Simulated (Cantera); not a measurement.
What does this Cantera script print?

```python
import numpy as np
import cantera as ct

gas = ct.Solution("h2o2.yaml")
gas.TPX = 1348, 140, {'H2': 0.0057, 'O2': 1, 'H2O': 0.056}
reactor = ct.IdealGasConstPressureReactor(gas, energy="off", clone=False)
net = ct.ReactorNet([reactor])
net.rtol, net.atol = 1e-08, 1e-18
show = ['H2', 'O2', 'OH', 'HO2', 'H2O2', 'O']
times = np.geomspace(0.0002, 2, 14)

steps = ct.SolutionArray(gas, extra=["t"])
rows = []
print(f"{'t/s':>10s}{'T/K':>9s}{'P/Pa':>11s}" + "".join(f"{s:>11s}" for s in show))
for t in times:
    while net.time < t:
        t_next = net.step()
        steps.append(gas.state, t=t_next)
    rows.append([np.interp(t, steps.t, y) for y in (steps.T, steps.P, *steps(*show).X.T)])
    print(f"{t:10.3e}{rows[-1][0]:9.1f}{rows[-1][1]:11.4g}" + "".join(f"{x:11.3e}" for x in rows[-1][2:]))
rate = np.gradient(steps.T, steps.t)
print("integrator steps:", len(steps.t))
if steps.T.max() > steps.T[0] + 200:
    print(f"time of steepest temperature rise: {steps.t[rate.argmax()]:.4e} s")
gas.TPX = 1348, 140, {'H2': 0.0057, 'O2': 1, 'H2O': 0.056}
gas.equilibrate("TP")
print(f"equilibrium (TP): T = {gas.T:.1f} K  " + "  ".join(f"{s} {gas[s].X[0]:.3e}" for s in show))
```

It prints:

```
       t/s      T/K       P/Pa         H2         O2         OH        HO2       H2O2          O
 2.000e-04   1348.0        140  5.369e-03  9.419e-01  5.411e-10  1.331e-09  4.917e-14  3.851e-10
 4.062e-04   1348.0        140  5.369e-03  9.419e-01  1.573e-09  2.703e-09  2.016e-13  1.257e-09
 8.249e-04   1348.0        140  5.369e-03  9.419e-01  4.229e-09  5.488e-09  8.231e-13  3.595e-09
 1.675e-03   1348.0        140  5.369e-03  9.419e-01  1.056e-08  1.114e-08  3.327e-12  9.304e-09
 3.403e-03   1348.0        140  5.369e-03  9.419e-01  2.672e-08  2.260e-08  1.318e-11  2.426e-08
 6.910e-03   1348.0        140  5.369e-03  9.419e-01  7.951e-08  4.579e-08  5.022e-11  7.429e-08
 1.403e-02   1348.0        140  5.368e-03  9.419e-01  3.723e-07  9.253e-08  1.781e-10  3.550e-07
 2.850e-02   1348.0        140  5.360e-03  9.419e-01  5.436e-06  1.846e-07  5.564e-10  5.221e-06
 5.789e-02   1348.0        140  4.144e-03  9.407e-01  7.302e-04  1.072e-07  1.232e-09  7.780e-04
 1.176e-01   1348.0        140  1.188e-04  9.369e-01  1.954e-03  1.030e-07  4.262e-09  3.887e-03
 2.388e-01   1348.0        140  1.135e-04  9.369e-01  1.944e-03  1.025e-07  4.242e-09  3.856e-03
 4.849e-01   1348.0        140  1.114e-04  9.370e-01  1.926e-03  1.014e-07  4.209e-09  3.784e-03
 9.848e-01   1348.0        140  1.073e-04  9.372e-01  1.891e-03  9.931e-08  4.144e-09  3.645e-03
 2.000e+00   1348.0        140  9.975e-05  9.375e-01  1.823e-03  9.528e-08  4.017e-09  3.385e-03
integrator steps: 550
equilibrium (TP): T = 1348.0 K  H2 3.187e-07  O2 9.417e-01  OH 1.033e-04  HO2 2.642e-08  H2O2 1.653e-10  O 1.065e-05
```

Computed with Cantera and the H2/O2 subset of GRI-Mech 3.0, which has no nitrogen chemistry. Radical loss at walls, strong at low pressure, is not modelled.
